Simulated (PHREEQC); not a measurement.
Solution (25 °C): 0.018 mol HF and 0.0096 mol FeCl3 per kg of water. Closed to the air; pH follows from the charge balance.

Computed with PHREEQC (ion-association model, phreeqc.dat).

| quantity | before | after |
|---|---|---|
| pH | 1.84 | 3.69 |
| ionic strength (mol/kgw) | 0.0323 | 0.000371 |

Question: Name the change that produced these shifts.
(A) temperature from 25 to 40 °C
(B) FeCl3 from 0.0096 to 0.0106 mol/kgw
(C) diluted 100-fold with water
(D) HF from 0.018 to 0.036 mol/kgw
(E) diluted 10-fold with water

Answer: C, diluted 100-fold with water

Precipitation was switched off in this run. Some of these states are supersaturated (in Hematite (slow to form), Goethite (slow to form), for instance). Fluoro complexes past AlF4- and FeF3 are missing from the database.
